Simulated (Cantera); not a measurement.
Input (Python, Cantera):

```python
import numpy as np
import cantera as ct

gas = ct.Solution("gri30.yaml")


def delay(T, t_max=10):
    gas.TPX = T, 43000, {'CO': 1, 'H2': 0.12, 'CH4': 0.63, 'O2': 3.08, 'N2': 11.6}
    reactor = ct.IdealGasConstPressureReactor(gas, clone=False)
    net = ct.ReactorNet([reactor])
    net.rtol, net.atol = 1e-8, 1e-16
    while net.time < t_max:
        t_old, T_old = net.time, reactor.T
        net.step()
        if reactor.T > T + 400:  # ignition: a rise of 400 K
            return t_old + (T + 400 - T_old) / (reactor.T - T_old) * (net.time - t_old)
    return np.nan


taus = []
for T in [1000, 1100, 1200, 1300, 1400, 1500, 1600, 1700, 1800]:
    taus.append(delay(T))
    print(f"T0 = {T:6g} K   tau = {taus[-1]:.4e} s")
```

Result:

```
T0 =   1000 K   tau = 7.2262e-02 s
T0 =   1100 K   tau = 2.5570e-02 s
T0 =   1200 K   tau = 8.7032e-03 s
T0 =   1300 K   tau = 3.3196e-03 s
T0 =   1400 K   tau = 1.4996e-03 s
T0 =   1500 K   tau = 7.7951e-04 s
T0 =   1600 K   tau = 4.4260e-04 s
T0 =   1700 K   tau = 2.6580e-04 s
T0 =   1800 K   tau = 1.6703e-04 s
```

Model: GRI-Mech 3.0 (53 species, 325 reactions), integrated in Cantera.
